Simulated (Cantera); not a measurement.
## Equilibrium for tantalum, niobium, vanadium and zirconium in process gases: V + NH3 + H2

Input: 1 mol V, 8.2 mol NH3, a varied amount of H2, equilibrated at 2573 K and 75.0 Torr.

Equilibrium computed with Cantera from the NASA thermochemical tables; the gas is ideal and each condensed phase is pure. Candidate condensed phases: V, VN; 11 gas species. Condensed phases not in the tables: V2N, N, O or C dissolved in the metal. The numbers say what is thermodynamically allowed, not how fast it happens.

From 11 mol H2 to 33 mol H2 the condensed part is V(l). From 55 mol H2 to 470 mol H2 nothing is condensed. The main V-bearing gas is V throughout.

```json
[
 {"n(H2) (mol)": "11", "x H2": "0.750", "x N2": "0.140", "x H": "0.0941", "x V": "0.0151", "x VN": "2.82e-6", "x N": "6.68e-7", "x NH3": "2.35e-7", "x NH": "2.03e-7", "n V(l)": "0.559"},
 {"n(H2) (mol)": "19", "x H2": "0.780", "x N2": "0.109", "x H": "0.0960", "x V": "0.0151", "x VN": "2.48e-6", "x N": "5.87e-7", "x NH3": "2.19e-7", "x NH": "1.82e-7", "n V(l)": "0.430"},
 {"n(H2) (mol)": "33", "x H2": "0.809", "x N2": "0.0777", "x H": "0.0977", "x V": "0.0151", "x VN": "2.10e-6", "x N": "4.97e-7", "x NH3": "1.96e-7", "x NH": "1.57e-7", "n V(l)": "0.204"},
 {"n(H2) (mol)": "55", "x H2": "0.834", "x N2": "0.0538", "x H": "0.0992", "x V": "0.0131", "x VN": "1.52e-6", "x N": "4.14e-7", "x NH3": "1.71e-7", "x NH": "1.33e-7", "n V(l)": "0"},
 {"n(H2) (mol)": "94", "x H2": "0.856", "x N2": "0.0350", "x H": "0.101", "x V": "0.00852", "x VN": "7.96e-7", "x N": "3.33e-7", "x NH3": "1.43e-7", "x NH": "1.08e-7", "n V(l)": "0"},
 {"n(H2) (mol)": "160", "x H2": "0.871", "x N2": "0.0219", "x H": "0.101", "x V": "0.00535", "x VN": "3.96e-7", "x N": "2.64e-7", "x NH3": "1.16e-7", "x NH": "8.66e-8", "n V(l)": "0"},
 {"n(H2) (mol)": "270", "x H2": "0.881", "x N2": "0.0135", "x H": "0.102", "x V": "0.00330", "x VN": "1.92e-7", "x N": "2.07e-7", "x NH3": "9.29e-8", "x NH": "6.84e-8", "n V(l)": "0"},
 {"n(H2) (mol)": "470", "x H2": "0.888", "x N2": "0.00798", "x H": "0.102", "x V": "0.00195", "x VN": "8.68e-8", "x N": "1.59e-7", "x NH3": "7.21e-8", "x NH": "5.27e-8", "n V(l)": "0"}
]
```
x: gas mole fraction; n: condensed amount in mol.
